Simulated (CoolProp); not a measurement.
Isopentane at several states: Z from the reference equation and from simpler models built on Tc = 460.3 K, pc = 33.78 bar, ω = 0.227; each cubic takes its own stable root.

Computed with CoolProp (reference Helmholtz-energy equation of state, Lemmon 2006). It is a short technical equation, of lower accuracy than the large ones.

| T (K) | p (bar) | phase | reference | van der Waals | Redlich-Kwong | Soave-Redlich-Kwong | Peng-Robinson |
|---|---|---|---|---|---|---|---|
| 124 | 182 | liquid | 1.624 | 2.687 | 1.829 | 1.828 | 1.637 |
| 361.9 | 6.82 | liquid | 0.03010 | 0.8814 | 0.8455 | 0.03309 | 0.02916 |
| 486.7 | 0.224 | gas | 0.9981 | 0.9983 | 0.9981 | 0.9981 | 0.9979 |
| 236.2 | 0.61 | liquid | 0.003323 | 0.9749 | 0.003645 | 0.003579 | 0.003180 |
| 225.4 | 0.159 | liquid | 0.0008945 | 0.9929 | 0.0009812 | 0.0009655 | 0.0008584 |
| 290.7 | 0.425 | gas | 0.9797 | 0.9891 | 0.9845 | 0.9830 | 0.9824 |

At some of these states van der Waals, Redlich-Kwong gives the other phase, because its saturation line lies elsewhere.
